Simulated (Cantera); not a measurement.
A closed system holds: 1 mol FeS, 17 mol H₂, 0.79 mol H₂O, equilibrated at 1498.15 K and 0.218 Torr.

Cantera equilibrium calculation (NASA polynomials, part measured and part estimated; ideal gas, pure solids and liquids). Candidate condensed phases: Fe, FeO, Fe(OH)₂, Fe(OH)₃, FeS, FeSO₄, FeS₂, Fe₂O₃, Fe₂(SO₄)₃, Fe₃O₄, H₂O, H₂SO₄, S; 22 gas species. Equilibrium is a limit: real reactors are often held back by kinetics, nucleation or transport.

Question: What is the equilibrium state?

Answer: 
```
Property                                  Result
-------------------------------------  ---------
x(H₂)                                      0.922
x(H₂O)                                    0.0431
x(S₂)                                     0.0218
x(H₂S)                                   0.00849
x(SH)                                    0.00228
x(H)                                    0.000971
x(Fe)                                   0.000497
x(S)                                    0.000345
x(SO)                                   0.000158
n(Fe(γ))                               0.991 mol
gas amount                             18.24 mol
log10 activity of S(l) (absent)            -3.81
log10 activity of Fe(OH)₂(s) (absent)     -11.42
log10 activity of Fe(OH)₃(s) (absent)     -19.40
```
